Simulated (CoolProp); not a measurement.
Cyclopentane at several states: fugacity coefficient from the reference equation and from simpler models built on Tc = 238.6 °C, pc = 4583 kPa, ω = 0.202; each cubic takes its own stable root.

Values from CoolProp's reference Helmholtz-energy equation of state, Gedanitz 2015.

| T (°C) | p (kPa) | phase | reference | Redlich-Kwong | Peng-Robinson |
|---|---|---|---|---|---|
| -47.95 | 693 | liquid | 0.001161 | [?] | [?] |
| 144.85 | 1260 | liquid | 0.7187 | [?] | 0.7223 |
| 229.05 | 3870 | gas | 0.6898 | [?] | [?] |
| 7.95 | 2260 | liquid | [?] | 0.01671 | [?] |

Task: Fill in the missing entries.

Result: 
- -47.95, Redlich-Kwong: 0.002178
- -47.95, Peng-Robinson: 0.001251
- 144.85, Redlich-Kwong: 0.8361
- 229.05, Redlich-Kwong: 0.7036
- 229.05, Peng-Robinson: 0.6797
- 7.95, reference: 0.009867
- 7.95, Peng-Robinson: 0.009926

At some of these states Redlich-Kwong gives the other phase, because its saturation line lies elsewhere.
